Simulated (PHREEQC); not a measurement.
Dissolve 0.21 mol H2SO4 and 0.057 mol Al2(SO4)3 per kg of water at 20 °C. Closed to the air; pH follows from the charge balance.

Model: ion-association model, wateq4f.dat, run in PHREEQC.

Each row changes one thing in this solution. This is a speciation only: nothing precipitates in the calculation.

```tsv
case	pH	ionic strength (mol/kgw)	HSO4- (mol/kgw)	SO4-2 (mol/kgw)
as made	0.80	0.430	0.213	0.0474
H2SO4 from 0.21 to 0.231 mol/kgw	___	0.454	0.234	0.0481
0.0048 mol/kgw (NH4)2SO4 added	0.81	0.436	0.215	0.0485
temperature from 20 to 10 °C	0.78	0.440	0.205	___
diluted 100-fold with water	2.47	___	0.000534	0.00241
Al2(SO4)3 replaced by Li2SO4 at the same molality	0.80	0.358	___	0.0455
```

**Question.** Some entries are withheld; supply them.

**Answer.** 
- H2SO4 from 0.21 to 0.231 mol/kgw, pH: 0.76
- temperature from 20 to 10 °C, SO4-2 (mol/kgw): 0.0532
- diluted 100-fold with water, ionic strength (mol/kgw): 0.00875
- Al2(SO4)3 replaced by Li2SO4 at the same molality, HSO4- (mol/kgw): 0.216

At this temperature some constants are extrapolated from 25 °C, and those without enthalpy data are left unchanged.
